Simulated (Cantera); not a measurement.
What does this Cantera script print?

```python
import numpy as np
import cantera as ct

gas_names = [...]  # 113 gases of nasa_gas.yaml made of C, H, O, Pb
cond_names = """
    C(gr) C6H6(L) C7H8(L) C8H18(L),n-octa H2O(s) H2O(L) Pb(cr) Pb(L) PbO(rd) PbO(yw) PbO(L) PbO2(s)
    Pb3O4(s)
""".split()


# ... load() reads the species with a 1 bar reference pressure and builds the phases ...
atoms = {
    'Pb': {'Pb': 1},
    'CO': {'C': 1, 'O': 1},
    'H2': {'H': 2},
}
top_T = {'C(gr)': 4500, 'Pb3O4(s)': 820}  # K; cautious upper limits of use, not melting points


# ... equilibrate(T, P, feed) seeds the gas with the atoms and calls Mixture.equilibrate('TP', solver="vcs", rtol=1e-11, max_steps=5000) ...
results = []
T = 1250  # K
P = 1700000  # Pa
for m in [0.5, 0.84, 1.4, 2.3, 3.8, 6.3, 11, 17, 29]:
    feed = {'Pb': 1, 'CO': m, 'H2': 1.1}  # mol
    mix = equilibrate(T, P, feed)
    results.append((T, P, feed, dict(zip(mix.species_names, mix.species_moles))))
    x = sorted(zip(gas.X, gas.species_names), reverse=True)
    print(f"T = {T:g} K  P = {P:g} Pa  n(CO) = {m:g} mol  gas = {mix.phase_moles(0):.4g} mol")
    print("   x: " + "  ".join(f"{s} {v:.3e}" for v, s in x if v > 1e-06))
    print("   condensed (mol): " + ("  ".join(f"{mix.phase(i).name} {mix.phase_moles(i):.4g}"
          for i in range(1, mix.n_phases) if mix.phase_moles(i) > 1e-12) or "none"))
```

Result:

```
T = 1250 K  P = 1.7e+06 Pa  n(CO) = 0.5 mol  gas = 1.426 mol
   x: H2 6.021e-01  CO 2.758e-01  CH4 6.101e-02  H2O 4.721e-02  CO2 1.382e-02  Pb 7.866e-05  C2H4 7.235e-06  C2H6 6.408e-06  HCHO,formaldehy 1.367e-06
   condensed (mol): Pb(L) 0.9999
T = 1250 K  P = 1.7e+06 Pa  n(CO) = 0.84 mol  gas = 1.734 mol
   x: H2 4.942e-01  CO 3.867e-01  H2O 4.892e-02  CH4 4.565e-02  CO2 2.446e-02  Pb 7.866e-05  C2H4 6.013e-06  C2H6 4.372e-06  HCHO,formaldehy 1.574e-06
   condensed (mol): C(gr) 0.04804  Pb(L) 0.9999
T = 1250 K  P = 1.7e+06 Pa  n(CO) = 1.4 mol  gas = 2.238 mol
   x: CO 4.960e-01  H2 3.866e-01  H2O 4.910e-02  CO2 4.025e-02  CH4 2.793e-02  Pb 7.866e-05  C2H4 3.680e-06  C2H6 2.093e-06  HCHO,formaldehy 1.579e-06
   condensed (mol): C(gr) 0.1374  Pb(L) 0.9998
T = 1250 K  P = 1.7e+06 Pa  n(CO) = 2.3 mol  gas = 3.043 mol
   x: CO 5.958e-01  H2 2.869e-01  CO2 5.808e-02  H2O 4.376e-02  CH4 1.538e-02  Pb 7.866e-05  C2H4 2.026e-06  HCHO,formaldehy 1.408e-06
   condensed (mol): C(gr) 0.2631  Pb(L) 0.9998
T = 1250 K  P = 1.7e+06 Pa  n(CO) = 3.8 mol  gas = 4.382 mol
   x: CO 6.806e-01  H2 2.009e-01  CO2 7.579e-02  H2O 3.501e-02  CH4 7.546e-03  Pb 7.866e-05  HCHO,formaldehy 1.126e-06
   condensed (mol): C(gr) 0.4524  Pb(L) 0.9997
T = 1250 K  P = 1.7e+06 Pa  n(CO) = 6.3 mol  gas = 6.608 mol
   x: CO 7.458e-01  H2 1.341e-01  CO2 9.100e-02  H2O 2.561e-02  CH4 3.363e-03  Pb 7.866e-05
   condensed (mol): C(gr) 0.7483  Pb(L) 0.9995
T = 1250 K  P = 1.7e+06 Pa  n(CO) = 11 mol  gas = 10.79 mol
   x: CO 7.957e-01  CO2 1.036e-01  H2 8.259e-02  H2O 1.682e-02  CH4 1.275e-03  Pb 7.866e-05
   condensed (mol): C(gr) 1.285  Pb(L) 0.9992
T = 1250 K  P = 1.7e+06 Pa  n(CO) = 17 mol  gas = 16.12 mol
   x: CO 8.218e-01  CO2 1.105e-01  H2 5.542e-02  H2O 1.166e-02  CH4 5.740e-04  Pb 7.866e-05
   condensed (mol): C(gr) 1.96  Pb(L) 0.9987
T = 1250 K  P = 1.7e+06 Pa  n(CO) = 29 mol  gas = 26.79 mol
   x: CO 8.428e-01  CO2 1.162e-01  H2 3.343e-02  H2O 7.213e-03  CH4 2.089e-04  Pb 7.866e-05
   condensed (mol): C(gr) 3.301  Pb(L) 0.9979
```

These are equilibrium values from Cantera (NASA tables, ideal gas, pure condensed phases), not measurements of a reactor.
